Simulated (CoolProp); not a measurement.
Methane at 481.8 K and 9.43 MPa flows at 9.2 m/s in a round tube of 4.6 mm bore and 0.25 µm roughness, fully developed (64/Re and Nu = 3.66 if laminar; Colebrook and Gnielinski if turbulent). Each further row changes one setting.

Values from CoolProp's reference Helmholtz-energy equation of state, Setzmann 1991.

```tsv
case	Reynolds number	Darcy friction factor	pressure drop (Pa/m)	heat-transfer coefficient (W/(m² K))	mass flow (kg/h)
as stated	90200	0.0187	6470	2660	20.7
velocity 18.4 m/s	180000	0.0164	22700	4660	41.5
diameter 9.2 mm	180000	0.0162	2800	2300	83.0
```

Viscosity comes from a separate model (Quiñones-Cisneros 2006). Thermal conductivity comes from a separate model (Friend 1989).
